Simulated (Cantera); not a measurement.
Thermodynamics of carbon deposition, reforming and gasification, feed CH4 + CO2 + H2

Charge: 1 mol CH4, 0.15 mol CO2, 2.4 mol H2, equilibrated at 13.3 mbar.

Method: chemical equilibrium by Gibbs-energy minimisation in Cantera with the NASA 1993 tables (ideal gas, pure condensed phases). Candidate condensed phases: C, C6H6, C7H8, C8H18, H2O; 110 gas species. The numbers say what is thermodynamically allowed, not how fast it happens.

| T (K) | x H2 | x H | x CO | x C2H2 (acetylene) | x C2H | x C4H2 | x C3 | n C(graphite) |
|---|---|---|---|---|---|---|---|---|
| 2050 | 0.917 | 0.0188 | 0.0632 | 0.000974 | 4.41e-7 | 4.17e-7 | 6.91e-9 | 0.841 |
| 2100 | 0.910 | 0.0257 | 0.0630 | 0.00131 | 9.62e-7 | 7.68e-7 | 2.16e-8 | 0.837 |
| 2150 | 0.901 | 0.0347 | 0.0627 | 0.00175 | 2.02e-6 | 1.37e-6 | 6.42e-8 | 0.833 |
| 2200 | 0.889 | 0.0460 | 0.0624 | 0.00228 | 4.08e-6 | 2.38e-6 | 1.81e-7 | 0.828 |
| 2250 | 0.875 | 0.0602 | 0.0619 | 0.00293 | 7.99e-6 | 4.00e-6 | 4.87e-7 | 0.821 |
| 2300 | 0.857 | 0.0776 | 0.0614 | 0.00370 | 1.51e-5 | 6.56e-6 | 1.25e-6 | 0.813 |
| 2350 | 0.836 | 0.0988 | 0.0607 | 0.00461 | 2.79e-5 | 1.04e-5 | 3.10e-6 | 0.804 |
| 2400 | 0.810 | 0.124 | 0.0599 | 0.00565 | 4.97e-5 | 1.62e-5 | 7.36e-6 | 0.792 |
| 2450 | 0.780 | 0.154 | 0.0589 | 0.00681 | 8.64e-5 | 2.45e-5 | 1.68e-5 | 0.779 |
x: gas mole fraction; n: condensed amount in mol.

From 2050 K to 2450 K the condensed part is C(graphite). The main C-bearing gas is CO throughout. The share of C in condensed phases is highest at 2050 K (73.1 %) and lowest at 2450 K (67.7 %).
